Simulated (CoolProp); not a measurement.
Vapour-liquid equilibrium of R13 (1) + isobutane (2) at -37.65 °C; x and y are mole fractions of (1).

The numbers come from the multi-fluid Helmholtz-energy mixture model, Platzer 1990 and Bücker 2006; pair parameters Bell 2016 in CoolProp. This equation is an older, rougher fit; its heat capacities, sound speeds and derivatives of the liquid may be far off and weren't checked against measurements.

Q: Give the bubble pressure and the first vapour's composition at x = 0.05, 0.2, 0.65. Is there an azeotrope?

A: x = 0.05: 0.08644 MPa, y = 0.635; x = 0.2: 0.2195 MPa, y = 0.868; x = 0.65: 0.4662 MPa, y = 0.959. No azeotrope shows between x = 0.05 and 0.95.

The pair parameters rest on a limited set of measurements; away from them the model extrapolates.
